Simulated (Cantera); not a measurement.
An adiabatic, constant-pressure homogeneous reactor starts with H2 : O2 : N2 : H2O = 1 : 0.617 : 2.32 : 0.21 (molar parts), at 1175 K and 22.7 atm. Integrator tolerance rtol = 1e-08.

Detailed kinetics in Cantera: the H2/O2 subset of GRI-Mech 3.0, which has no nitrogen chemistry. The hydrogen kinetics of GRI-Mech 3.0 are dated; newer H2 mechanisms differ, most at raised pressure. The pressure lies above the range GRI-Mech 3.0 was tuned for (to about 10 atm).

Question: What does this change do: initial temperature 1175 to 1625 K?

Answer: 
| quantity | before | after |
|---|---|---|
| time of steepest temperature rise | 0.250 ms | 0.588 µs |
| temperature at 4.00 s | 2733 K | 3000 K |
| equilibrium temperature | 2733 K | 3000 K |
| x(H2) at 4.00 s | 0.00630 (gas-phase equilibrium 0.00630) | 0.0156 (gas-phase equilibrium 0.0156) |
| x(O2) at 4.00 s | 0.0309 (gas-phase equilibrium 0.0309) | 0.0316 (gas-phase equilibrium 0.0316) |
| x(H2O) at 4.00 s | 0.315 (gas-phase equilibrium 0.315) | 0.295 (gas-phase equilibrium 0.295) |
| x(H) at 4.00 s | 0.00107 (gas-phase equilibrium 0.00107) | 0.00413 (gas-phase equilibrium 0.00413) |
| x(OH) at 4.00 s | 0.0142 (gas-phase equilibrium 0.0142) | 0.0259 (gas-phase equilibrium 0.0259) |
| x(H2O2) at 4.00 s | 2.97e-6 (gas-phase equilibrium 2.97e-6) | 4.35e-6 (gas-phase equilibrium 4.35e-6) |
| x(O) at 4.00 s | 0.00153 (gas-phase equilibrium 0.00153) | 0.00422 (gas-phase equilibrium 0.00422) |
